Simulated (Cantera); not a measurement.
**Equilibrium for roasting and sulfation: FeS + SO₃ + O₂**

Input: 1 mol FeS, 1.6 mol SO₃, 0.4 mol O₂, at 1498 K and 21000 Pa.

Cantera equilibrium calculation (NASA polynomials, part measured and part estimated; ideal gas, pure solids and liquids). Candidate condensed phases: Fe, FeO, FeS, FeSO₄, FeS₂, Fe₂O₃, Fe₂(SO₄)₃, Fe₃O₄, S; 12 gas species. The tables' stoichiometric FeO is somewhat more stable than real wüstite, so its field is too wide. FeO: taken at fixed stoichiometry. Kinetics and transport are ignored.

```yaml
x(SO₂): 0.933
x(S₂): 0.0568
x(SO): 0.00591
x(S₂O): 0.00381
x(S): 2.07e-5
x(SO₃): 1.89e-6
n(FeO(s)): 1.00 mol
gas_amount: 2.451 mol
log10 activity of Fe(γ) (absent): -1.84
log10 activity of S(l) (absent): -2.17
```
